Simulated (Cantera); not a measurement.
CH3F + H2 (fluorocarbon and chlorocarbon gases)

Input: 1 mol CH3F, 0.15 mol H2, at 97.5 Torr.

These are equilibrium values from Cantera (NASA tables, ideal gas, pure condensed phases), not measurements of a reactor. Candidate condensed phases: C, C6H6, C7H8, C8H18; 95 gas species. The numbers say what is thermodynamically allowed, not how fast it happens.

```tsv
T (K)	x H2	x H	x HF	x C3	x C2H2 (acetylene)	x F	x C	x C2H	x C2	x CH4	n C(graphite)
900	0.519	2.34e-10	0.470	<1e-12	2.92e-11	<1e-12	<1e-12	<1e-12	<1e-12	0.0109	0.977
1100	0.533	5.23e-8	0.466	<1e-12	7.10e-9	<1e-12	<1e-12	<1e-12	<1e-12	0.00133	0.997
1300	0.534	2.24e-6	0.465	<1e-12	3.08e-7	1.02e-11	<1e-12	<1e-12	<1e-12	0.000292	0.999
1500	0.535	3.57e-5	0.465	<1e-12	4.83e-6	8.53e-10	<1e-12	<1e-12	<1e-12	9.55e-5	1.000
1700	0.535	0.000299	0.465	<1e-12	3.92e-5	2.55e-8	<1e-12	1.23e-10	<1e-12	4.07e-5	1.000
1900	0.533	0.00161	0.465	1.59e-11	0.000204	3.76e-7	2.42e-11	8.03e-9	1.33e-12	2.08e-5	0.999
2100	0.529	0.00629	0.464	2.22e-9	0.000765	3.33e-6	1.82e-9	2.35e-7	1.91e-10	1.20e-5	0.997
2300	0.518	0.0193	0.461	1.29e-7	0.00224	2.04e-5	6.44e-8	3.77e-6	1.14e-8	7.46e-6	0.990
2500	0.492	0.0489	0.454	3.82e-6	0.00532	9.42e-5	1.28e-6	3.80e-5	3.52e-7	4.72e-6	0.976
2700	0.444	0.105	0.440	6.77e-5	0.0105	0.000353	1.63e-5	0.000263	6.48e-6	2.85e-6	0.950
2900	0.368	0.193	0.418	0.000795	0.0169	0.00113	0.000146	0.00132	7.92e-5	1.53e-6	0.902
3100	0.269	0.306	0.384	0.00672	0.0222	0.00322	0.000979	0.00497	0.000697	6.65e-7	0.789
3300	0.161	0.407	0.329	0.0434	0.0221	0.00843	0.00521	0.0141	0.00468	1.99e-7	0.306
3500	0.0908	0.494	0.274	0.0655	0.00856	0.0200	0.0151	0.0147	0.0111	3.59e-8	0
```
x: gas mole fraction; n: condensed amount in mol.

From 900 K to 3300 K the condensed part is C(graphite). At 3500 K nothing is condensed. The main C-bearing gas is CH4 at 900 K and C3 at 3500 K.
